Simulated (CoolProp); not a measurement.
The numbers come from the reference Helmholtz-energy equation of state, Lemmon 2006 in CoolProp. It is a short technical equation, of lower accuracy than the large ones.

Q: For neopentane, give the phase and the density (kg/m³), cp (kJ/(kg K)), isothermal compressibility (1/MPa), expansivity (1/kK) at 272.5 K and 1.48 MPa; 272.5 K and 10.1 MPa.

A: 
- 272.5 K and 1.48 MPa: liquid; density 614, cp 2.16, isothermal compressibility 0.00221, expansivity 1.65
- 272.5 K and 10.1 MPa: liquid; density 624, cp 2.13, isothermal compressibility 0.00184, expansivity 1.47
